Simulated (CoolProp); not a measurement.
Model: reference Helmholtz-energy equation of state, Lemmon 2006, in CoolProp. It is a short technical equation, of lower accuracy than the large ones.

Q: For carbon monoxide, give the phase and the cv (kJ/(kg K)) at -123.75 °C and 0.0252 MPa; -35.45 °C and 0.404 MPa.

A: 
- -123.75 °C and 0.0252 MPa: gas; cv 0.743
- -35.45 °C and 0.404 MPa: gas; cv 0.744
